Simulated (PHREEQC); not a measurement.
Make-up at 25 °C: 0.28 mol HF, 0.0013 mol KF and 0.0046 mol H2SiF6 per kg of water. Closed to the air; pH follows from the charge balance.

Equilibrium calculation in PHREEQC: ion-association model, wateq4f.dat.

```csv
quantity,before,after
pH,1.78,1.92
ionic strength (mol/kgw),0.0249,0.0194
HF (mol/kgw),0.149,0.147
H2F2 (mol/kgw),0.0584,0.0569
F- (mol/kgw),0.00701,0.00944
HF2- (mol/kgw),0.00404,0.00536
```

Problem. Which change was made?
(A) HF from 0.28 to 0.42 mol/kgw
(B) 0.55 mol/kgw H2SO4 added
(C) diluted 10-fold with water
(D) KF left out
(E) H2SiF6 replaced by NaBF4 at the same molality

Solution. E, H2SiF6 replaced by NaBF4 at the same molality

Precipitation was switched off in this run. wateq4f.dat counts part of the HF as a dimer, H2F2, which phreeqc.dat doesn't know; its constant is uncertain. Real BF4- forms and hydrolyses slowly; the run takes it at equilibrium.
